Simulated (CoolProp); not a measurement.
Values from CoolProp's reference Helmholtz-energy equation of state, Lemmon 2006. It is a short technical equation, of lower accuracy than the large ones.

### Question
Give the vapour pressure (MPa), liquid density (kg/m³), enthalpy of vaporisation (kJ/kg), liquid cp (kJ/(kg K)) of saturated carbon monoxide at -159.05 °C.

### Answer
```json
[
 {"T (°C)": "-159.05", "p (MPa)": "1.36", "liquid density (kg/m³)": "620", "enthalpy of vaporisation (kJ/kg)": "149", "liquid cp (kJ/(kg K))": "2.74"}
]
```
